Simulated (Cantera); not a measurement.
A perfectly stirred reactor is fed with CH4 : H2 : H = 0.017 : 1 : 0.18 (molar parts), at 90.0 Torr; it is held at 1923 K, and followed from long to short residence time.

Cantera simulation using GRI-Mech 3.0 (53 species, 325 reactions); the numbers are that mechanism's predictions, not measurements. GRI-Mech 3.0 stops at C3 and has no aromatics, soot or wall deposition, so with more carbon than oxygen in the feed, carbon stays in small species such as C2H2 where larger ones or solid carbon would form.

Q: Predict: x(CH4) at τ = 1.00 s; x(H2) at τ = 1.00 s; x(H) at τ = 1.00 s; x(C2H4) at τ = 1.00 s; x(C2H2) at τ = 1.00 s; x(CH4) at τ = 72.0 ms; x(H2) at τ = 72.0 ms; x(H) at τ = 72.0 ms; x(C2H4) at τ = 72.0 ms; x(C2H2) at τ = 72.0 ms.

A: 
| Item | Result |
|---|---|
| x(CH4) at τ = 1.00 s | 0.00147 |
| x(H2) at τ = 1.00 s | 0.988 |
| x(H) at τ = 1.00 s | 0.00381 |
| x(C2H4) at τ = 1.00 s | 8.45e-6 |
| x(C2H2) at τ = 1.00 s | 0.00676 |
| x(CH4) at τ = 72.0 ms | 0.00210 |
| x(H2) at τ = 72.0 ms | 0.983 |
| x(H) at τ = 72.0 ms | 0.00868 |
| x(C2H4) at τ = 72.0 ms | 8.85e-6 |
| x(C2H2) at τ = 72.0 ms | 0.00630 |
